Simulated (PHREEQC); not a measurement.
Consider water at 25 °C with 15 mmol/kgw HCl, 0.16 mmol/kgw ZnSO4 and 1.5 mmol/kgw CuCl2. Closed to the air; pH follows from the charge balance.

The numbers come from PHREEQC with the ion-association model, phreeqc.dat.

No solid was allowed to form.

### Question
Order these S species by the share of S that they hold, largest first: ZnSO4, HSO4-, CuSO4, SO4-2.

### Answer
SO4-2 (51 %), HSO4- (44 %), CuSO4 (5.2 %), ZnSO4 (0.62 %)

The pH is 1.88 and the ionic strength 0.0199 mol/kgw. Species that the database lacks are ignored.
